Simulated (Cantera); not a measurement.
# Equilibrium for carbothermic reduction: Ta2O5 + CO + H2

Input: 1 mol Ta2O5, 16 mol CO, 6.2 mol H2, at 13.3 mbar.

Equilibrium computed with Cantera from the NASA thermochemical tables; the gas is ideal and each condensed phase is pure. Candidate condensed phases: C, C6H6, C7H8, C8H18, H2O, Ta, TaC, Ta2O5; 113 gas species. Mutual solubility and eutectic melting of coexisting phases are not modelled. TaC: taken at fixed stoichiometry. Condensed phases not in the tables: Ta2C, N, O or C dissolved in the metal. Equilibrium is a limit: real reactors are often held back by kinetics, nucleation or transport.

From 1400 K to 2000 K the condensed part is TaC(s) + Ta2O5(s). At 2150 K the condensed part is Ta(s) + Ta2O5(l). From 2300 K to 2600 K the condensed part is Ta2O5(l).

```json
[
 {"T (K)": "1400", "x CO": "0.720", "x H2": "0.279", "x H": "2.23e-5", "x TaO2": "3.79e-12", "x H2O": "0.000337", "n TaC(s)": "0.00468", "n Ta2O5(s)": "0.998", "n Ta(s)": "0", "n Ta2O5(l)": "0"},
 {"T (K)": "1550", "x CO": "0.720", "x H2": "0.279", "x H": "0.000144", "x TaO2": "8.69e-10", "x H2O": "0.000428", "n TaC(s)": "0.00522", "n Ta2O5(s)": "0.997", "n Ta(s)": "0", "n Ta2O5(l)": "0"},
 {"T (K)": "1700", "x CO": "0.720", "x H2": "0.278", "x H": "0.000673", "x TaO2": "7.41e-8", "x H2O": "0.000517", "n TaC(s)": "0.00576", "n Ta2O5(s)": "0.997", "n Ta(s)": "0", "n Ta2O5(l)": "0"},
 {"T (K)": "1850", "x CO": "0.719", "x H2": "0.277", "x H": "0.00246", "x TaO2": "2.99e-6", "x H2O": "0.000601", "n TaC(s)": "0.00627", "n Ta2O5(s)": "0.997", "n Ta(s)": "0", "n Ta2O5(l)": "0"},
 {"T (K)": "2000", "x CO": "0.718", "x H2": "0.274", "x H": "0.00737", "x TaO2": "6.80e-5", "x H2O": "0.000674", "n TaC(s)": "0.00645", "n Ta2O5(s)": "0.996", "n Ta(s)": "0", "n Ta2O5(l)": "0"},
 {"T (K)": "2150", "x CO": "0.713", "x H2": "0.266", "x H": "0.0188", "x TaO2": "0.000784", "x H2O": "0.000841", "n TaC(s)": "0", "n Ta2O5(s)": "0", "n Ta(s)": "0.00593", "n Ta2O5(l)": "0.986"},
 {"T (K)": "2300", "x CO": "0.701", "x H2": "0.249", "x H": "0.0418", "x TaO2": "0.00416", "x H2O": "0.00192", "n TaC(s)": "0", "n Ta2O5(s)": "0", "n Ta(s)": "0", "n Ta2O5(l)": "0.946"},
 {"T (K)": "2450", "x CO": "0.677", "x H2": "0.217", "x H": "0.0811", "x TaO2": "0.0145", "x H2O": "0.00542", "n TaC(s)": "0", "n Ta2O5(s)": "0", "n Ta(s)": "0", "n Ta2O5(l)": "0.818"},
 {"T (K)": "2600", "x CO": "0.632", "x H2": "0.166", "x H": "0.136", "x TaO2": "0.0416", "x H2O": "0.0122", "n TaC(s)": "0", "n Ta2O5(s)": "0", "n Ta(s)": "0", "n Ta2O5(l)": "0.461"}
]
```
x: gas mole fraction; n: condensed amount in mol.
